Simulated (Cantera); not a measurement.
A perfectly stirred reactor is fed with H2 : O2 : N2 = 0.044 : 1 : 0.45 (molar parts), equivalence ratio 0.022, at 0.0227 atm; it is held at 900 K, and followed from long to short residence time.

Model: the H2/O2 subset of GRI-Mech 3.0, which has no nitrogen chemistry, integrated in Cantera. Radical loss at walls, strong at low pressure, is not modelled. Below about 950 K walls govern HO2 and H2O2 in real vessels.

One state of this run: x H2 = 0.00249; x O2 = 0.664; x H2O = 0.0270; x H = 0.000325; x HO2 = 7.97e-6. x: mole fraction; the columns are a selection and need not sum to one.

Which value of τ (s) does it belong to?
A) 0.097
B) 0.21
C) 1.1
D) 2.4

A, 0.097
